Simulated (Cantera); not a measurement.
Equilibrium for fluorocarbon and chlorocarbon gases: c-C4F8 + CH4 + H2

Feed: 1 mol c-C4F8, 0.19 mol CH4, a varied amount of H2, at 2398.15 K and 98.0 Pa.

These are equilibrium values from Cantera (NASA tables, ideal gas, pure condensed phases), not measurements of a reactor. Candidate condensed phases: C, C6H6, C7H8, C8H18; 95 gas species. The feed counts by its element totals alone. Kinetics and transport are ignored.

From 0.66 mol H2 to 10 mol H2 the condensed part is C(graphite). The main C-bearing gas is CF2 at 0.66 mol H2 and C2H2 (acetylene) at 10 mol H2. The share of C in condensed phases is highest at 3.8 mol H2 (99.9 %) and lowest at 0.66 mol H2 (81.9 %).

```csv
n(H2) (mol),log p HF,log p F,log p H2,log p H,log p CF2,log p CF,n C(graphite)
0.66,-3.56,-3.22,-9.88,-6.74,-4.06,-4.85,3.43
1.4,-3.34,-3.34,-9.21,-6.41,-4.30,-4.97,3.71
2.2,-3.19,-3.52,-8.55,-6.08,-4.65,-5.14,3.95
3,-3.08,-3.85,-7.67,-5.64,-5.32,-5.48,4.12
3.8,-3.03,-5.03,-5.21,-4.41,-7.68,-6.66,4.18
4.5,-3.08,-5.49,-4.38,-3.99,-8.61,-7.12,4.18
5.3,-3.13,-5.69,-4.07,-3.84,-9.01,-7.32,4.17
6.1,-3.17,-5.82,-3.91,-3.76,-9.25,-7.44,4.16
6.9,-3.21,-5.91,-3.80,-3.70,-9.43,-7.53,4.16
7.6,-3.24,-5.97,-3.74,-3.67,-9.56,-7.60,4.15
8.4,-3.27,-6.03,-3.68,-3.64,-9.68,-7.66,4.14
9.2,-3.30,-6.08,-3.63,-3.62,-9.78,-7.71,4.13
10,-3.32,-6.13,-3.60,-3.60,-9.88,-7.76,4.12
```
log p: log10 of the partial pressure in bar; n: condensed amount in mol.
